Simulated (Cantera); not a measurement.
Adiabatic ignition

An adiabatic, constant-volume homogeneous reactor starts with 11.2 % CH4, 18.7 % O2, 70.1 % N2, equivalence ratio 1.2, at 1575 K and 7500 Torr.

Model: GRI-Mech 3.0 (53 species, 325 reactions), integrated in Cantera. Above 3000 K some thermodynamic fits are extrapolated.

| t (s) | T (K) | P (bar) | x CH4 | x O2 | x HCN | x NO | x O | x CH2O |
|---|---|---|---|---|---|---|---|---|
| 1.00e-6 | 1575 | 10.00 | 0.112 | 0.187 | <1e-12 | <1e-12 | 1.25e-8 | 1.79e-7 |
| 5.76e-6 | 1575 | 10.00 | 0.112 | 0.187 | <1e-12 | <1e-12 | 5.53e-8 | 9.53e-6 |
| 3.32e-5 | 1580 | 10.0 | 0.110 | 0.186 | <1e-12 | 3.01e-12 | 3.80e-7 | 0.000484 |
| 0.000191 | 3169 | 21.5 | 2.59e-12 | 0.00635 | 8.91e-8 | 0.00918 | 0.00340 | 1.92e-8 |
| 0.00110 | 3169 | 21.5 | 2.59e-12 | 0.00635 | 8.93e-8 | 0.00921 | 0.00339 | 1.92e-8 |
| 0.00635 | 3169 | 21.5 | 2.59e-12 | 0.00635 | 8.93e-8 | 0.00921 | 0.00339 | 1.92e-8 |
| 0.0366 | 3169 | 21.5 | 2.59e-12 | 0.00635 | 8.93e-8 | 0.00921 | 0.00339 | 1.92e-8 |
| 0.211 | 3169 | 21.5 | 2.59e-12 | 0.00635 | 8.93e-8 | 0.00921 | 0.00339 | 1.92e-8 |
| 1.21 | 3169 | 21.5 | 2.59e-12 | 0.00635 | 8.93e-8 | 0.00921 | 0.00339 | 1.92e-8 |
| 7.00 | 3169 | 21.5 | 2.59e-12 | 0.00635 | 8.93e-8 | 0.00921 | 0.00339 | 1.92e-8 |
x: mole fraction; the columns are a selection and need not sum to one.

```json
{
 "time_of_steepest_temperature_rise": "94.0 µs",
 "temperature at 7.00 s": "3169 K",
 "equilibrium_temperature": "3169 K",
 "x(CH4) at 7.00 s": "2.59e-12 (gas-phase equilibrium 3.13e-12)",
 "x(O2) at 7.00 s": "0.00635 (gas-phase equilibrium 0.00635)",
 "x(HCN) at 7.00 s": "8.93e-8 (gas-phase equilibrium 8.93e-8)"
}
```
